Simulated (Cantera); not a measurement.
A perfectly stirred reactor is fed with 7.35 % CH4, 3.08 % CO, 18.8 % O2, 70.7 % N2, equivalence ratio 0.86, at 1200000 Pa; it is adiabatic with a 425 K inlet, and is followed from long to short residence time, starting on the burning branch (τ in s: 0.11, 0.041, 0.015, 0.0055, 0.002, 0.00074, 0.00027, 9.9e-05, 3.6e-05).

Detailed kinetics in Cantera: GRI-Mech 3.0 (53 species, 325 reactions). The pressure lies above the range GRI-Mech 3.0 was tuned for (to about 10 atm).

Task: Predict: blow-out, bracketed by the residence times tried; x(CH4) at τ = 0.110 s; x(CO) at τ = 0.110 s; x(O2) at τ = 0.110 s; x(HO2) at τ = 0.110 s; x(CH4) at τ = 2.00 ms; x(CO) at τ = 2.00 ms; x(O2) at τ = 2.00 ms; x(HO2) at τ = 2.00 ms; x(C2H4) at τ = 2.00 ms.

Result: 
```json
{
 "blow_out_bracketed_by_the_residence_times_tried": "burning at 36.0 µs, the shortest tried",
 "x(CH4) at τ = 0.110 s": "5.04e-7",
 "x(CO) at τ = 0.110 s": "0.00135",
 "x(O2) at τ = 0.110 s": "0.0253",
 "x(HO2) at τ = 0.110 s": "2.94e-6",
 "x(CH4) at τ = 2.00 ms": "2.08e-5",
 "x(CO) at τ = 2.00 ms": "0.00287",
 "x(O2) at τ = 2.00 ms": "0.0272",
 "x(HO2) at τ = 2.00 ms": "4.47e-6",
 "x(C2H4) at τ = 2.00 ms": "9.34e-9"
}
```
